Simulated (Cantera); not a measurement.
## Stirred combustor or abatement burner

A perfectly stirred reactor is fed with 22.9 % H2, 16.1 % O2, 60.8 % N2, 0.170 % NO, at 18.8 atm; it is adiabatic with a 648 K inlet, and is followed from long to short residence time, starting on the burning branch (τ in s: 0.066, 0.023, 0.0078, 0.0027, 0.00093, 0.00032, 0.00011, 3.8e-05, 1.3e-05, 4.6e-06).

Cantera simulation using GRI-Mech 3.0 (53 species, 325 reactions); the numbers are that mechanism's predictions, not measurements. The hydrogen kinetics of GRI-Mech 3.0 are dated; newer H2 mechanisms differ, most at raised pressure. The pressure lies above the range GRI-Mech 3.0 was tuned for (to about 10 atm). The mechanism lacks 2 NO + O2 → 2 NO2 and HONO, so NO2 and the effect of NO are under-described below about 1400 K.

```json
[
 {"τ (s)": "0.066", "T (K)": "2306", "x H2": "0.000572", "x O2": "0.0497", "x NO": "0.00621", "x N2": "0.683", "x OH": "0.00402", "x H": "5.52e-5", "x O": "0.000265"},
 {"τ (s)": "0.023", "T (K)": "2308", "x H2": "0.000582", "x O2": "0.0503", "x NO": "0.00511", "x N2": "0.684", "x OH": "0.00407", "x H": "5.67e-5", "x O": "0.000271"},
 {"τ (s)": "0.0078", "T (K)": "2310", "x H2": "0.000607", "x O2": "0.0510", "x NO": "0.00372", "x N2": "0.684", "x OH": "0.00415", "x H": "5.97e-5", "x O": "0.000281"},
 {"τ (s)": "0.0027", "T (K)": "2312", "x H2": "0.000665", "x O2": "0.0515", "x NO": "0.00273", "x N2": "0.685", "x OH": "0.00426", "x H": "6.60e-5", "x O": "0.000296"},
 {"τ (s)": "0.00093", "T (K)": "2311", "x H2": "0.000817", "x O2": "0.0517", "x NO": "0.00225", "x N2": "0.685", "x OH": "0.00446", "x H": "8.24e-5", "x O": "0.000329"},
 {"τ (s)": "0.00032", "T (K)": "2306", "x H2": "0.00120", "x O2": "0.0518", "x NO": "0.00206", "x N2": "0.685", "x OH": "0.00493", "x H": "0.000128", "x O": "0.000411"},
 {"τ (s)": "0.00011", "T (K)": "2295", "x H2": "0.00208", "x O2": "0.0519", "x NO": "0.00199", "x N2": "0.684", "x OH": "0.00586", "x H": "0.000258", "x O": "0.000608"},
 {"τ (s)": "3.8e-5", "T (K)": "2272", "x H2": "0.00386", "x O2": "0.0523", "x NO": "0.00195", "x N2": "0.683", "x OH": "0.00732", "x H": "0.000607", "x O": "0.00103"},
 {"τ (s)": "1.3e-5", "T (K)": "2230", "x H2": "0.00730", "x O2": "0.0532", "x NO": "0.00193", "x N2": "0.681", "x OH": "0.00918", "x H": "0.00151", "x O": "0.00182"},
 {"τ (s)": "4.6e-6", "T (K)": "2159", "x H2": "0.0133", "x O2": "0.0553", "x NO": "0.00191", "x N2": "0.677", "x OH": "0.0109", "x H": "0.00351", "x O": "0.00309"}
]
```
x: mole fraction; the columns are a selection and need not sum to one.
